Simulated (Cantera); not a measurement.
A closed system holds: 1 mol B2O3, 2.8 mol H2O, 4.9 mol H2, at 36.0 mbar.

These are equilibrium values from Cantera (NASA tables, ideal gas, pure condensed phases), not measurements of a reactor. Candidate condensed phases: B, B2O3, B3O3H3, H2O; 23 gas species. Gases not in the tables: H3BO3. Kinetics and transport are ignored.

x: gas mole fraction; n: condensed amount in mol.

```csv
T (K),x H2,x H2O,x HBO2,x H,x B2O3,x HBO,x BO,n B2O3(l)
1075,0.637,0.362,0.000357,6.17e-8,2.60e-9,[?],<1e-12,0.989
1225,0.635,0.361,0.00373,1.31e-6,5.69e-7,[?],3.78e-11,0.981
1375,0.629,0.348,0.0224,1.43e-5,3.65e-5,[?],6.82e-9,0.910
1525,0.608,0.303,0.0875,9.72e-5,0.000996,[?],4.48e-7,0.637
1675,0.562,0.219,0.207,0.000459,0.0111,[?],1.29e-5,0
1825,0.560,0.222,0.200,0.00174,0.0139,[?],7.75e-5,0
1975,0.556,0.225,0.193,0.00538,0.0166,[?],0.000348,0
2125,0.548,0.228,0.185,0.0142,0.0188,[?],0.00124,0
2275,0.531,0.230,0.174,0.0326,0.0202,[?],0.00363,0
```

### Question
Some entries are withheld; supply them.

### Answer

- 1075, x HBO: 8.47e-9
- 1225, x HBO: 4.41e-7
- 1375, x HBO: 9.47e-6
- 1525, x HBO: 0.000111
- 1675, x HBO: 0.000766
- 1825, x HBO: 0.00144
- 1975, x HBO: 0.00242
- 2125, x HBO: 0.00370
- 2275, x HBO: 0.00516
